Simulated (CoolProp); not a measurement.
Vapour-liquid equilibrium of fluoroethane (R161) (1) + R1234yf (2) at 0.518 MPa; x and y are mole fractions of (1).

Computed with CoolProp (multi-fluid Helmholtz-energy mixture model, Wu 2012 and Lemmon 2022; pair parameters Bell 2016).

```tsv
x	bubble temperature, mixture model (°C)	bubble temperature, Raoult's law (°C)	y, mixture model	y, Raoult's law
0.05	14.7	14.9	0.068	0.067
0.15	___	13.7	___	0.194
0.25	11.9	12.6	0.314	0.313
0.35	10.7	11.5	0.422	0.424
0.45	9.5	10.5	0.522	0.528
0.55	8.5	9.5	0.616	0.626
0.65	7.6	8.5	0.705	0.718
0.75	___	7.5	0.790	0.805
0.85	6.2	6.6	0.874	0.886
0.95	5.5	5.7	0.957	0.963
```

Fill in the missing entries.


- 0.15, bubble temperature, mixture model (°C): 13.2
- 0.15, y, mixture model: 0.197
- 0.75, bubble temperature, mixture model (°C): 6.8

The largest gap from Raoult's law is -1.0 K in bubble temperature, at x = 0.45. No azeotrope shows between x = 0.05 and 0.95.

Pair parameters are fitted to limited data, so mixtures are less certain than the pure fluids.
